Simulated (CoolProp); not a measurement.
Carbon dioxide along the isotherm -51.55 °C: Z from the reference equation and from simpler models built on Tc = 31.0 °C, pc = 73.77 bar, ω = 0.224; each cubic takes its own stable root.

Values from CoolProp's reference Helmholtz-energy equation of state, Span 1996.

| p (bar) | phase | reference | van der Waals | Redlich-Kwong | Soave-Redlich-Kwong | Peng-Robinson |
|---|---|---|---|---|---|---|
| 0.35 | gas | 0.9954 | 0.9970 | 0.9961 | 0.9958 | 0.9955 |
| 0.622 | gas | 0.9917 | 0.9947 | 0.9930 | 0.9924 | 0.9920 |
| 1.11 | gas | 0.9851 | 0.9905 | 0.9875 | 0.9864 | 0.9857 |
| 1.97 | gas | 0.9733 | 0.9831 | 0.9776 | 0.9757 | 0.9744 |
| 3.5 | gas | 0.9516 | 0.9696 | 0.9595 | 0.9561 | 0.9537 |
| 6.22 | gas | 0.9101 | 0.9446 | 0.9260 | 0.9193 | 0.9152 |
| 11.1 | liquid | 0.02283 | 0.8963 | 0.02574 | 0.02480 | 0.02189 |
| 19.7 | liquid | 0.04045 | 0.06582 | 0.04553 | 0.04391 | 0.03876 |
| 35 | liquid | 0.07166 | 0.1157 | 0.08041 | 0.07766 | 0.06860 |
| 62.2 | liquid | 0.1267 | 0.2021 | 0.1415 | 0.1370 | 0.1211 |
| 111 | liquid | 0.2242 | 0.3520 | 0.2486 | 0.2415 | 0.2138 |

At some of these states van der Waals gives the other phase, because its saturation line lies elsewhere.
